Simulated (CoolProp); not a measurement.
The fluid at 298.15 K and 0.732 MPa (stagnation) flows isentropically through a choked orifice. The same conditions are run with several fluids, on thermodynamics alone (safety and materials aside).

Model: reference Helmholtz-energy equation of state of each fluid (ethane: Bücker 2006; nitrous oxide: Lemmon 2006; carbon dioxide: Span 1996; hydrogen chloride: Thol 2018; CF4 (R14): Platzer 1990), in CoolProp. The equations of Platzer and Polt are older, rougher fits.

Problem. Rank ethane, nitrous oxide, carbon dioxide, hydrogen chloride, CF4 (R14) by throat to inlet pressure ratio, highest first.

Solution. CF4 (R14) (0.572), ethane (0.567), nitrous oxide (0.548), carbon dioxide (0.545), hydrogen chloride (0.530)

```json
[
 {"fluid": "ethane", "mass flux (kg/(m² s))": "1690", "throat temperature (K)": "270.3"},
 {"fluid": "nitrous oxide", "mass flux (kg/(m² s))": "2090", "throat temperature (K)": "260.2"},
 {"fluid": "carbon dioxide", "mass flux (kg/(m² s))": "2090", "throat temperature (K)": "258.6"},
 {"fluid": "hydrogen chloride", "mass flux (kg/(m² s))": "1960", "throat temperature (K)": "249.1"},
 {"fluid": "CF4 (R14)", "mass flux (kg/(m² s))": "2830", "throat temperature (K)": "274.9"}
]
```
